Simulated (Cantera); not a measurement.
Mixture: 14.3 % CH₄, 5.87 % H₂, 22.6 % O₂, 57.2 % N₂, equivalence ratio 1.4, at 1280 Torr, adiabatic and at constant pressure. Ignition delay is the time to a rise of 400 K.

Model: GRI-Mech 3.0 (53 species, 325 reactions), integrated in Cantera.

### Question
Predict: delay at 1225 K; delay at 1375 K; delay at 1525 K; delay at 1675 K; apparent activation energy between 1600 and 1750 K.

### Answer
delay at 1225 K: 1.45 ms
delay at 1375 K: 0.417 ms
delay at 1525 K: 0.141 ms
delay at 1675 K: 56.8 µs
apparent activation energy between 1600 and 1750 K: 130 kJ/mol
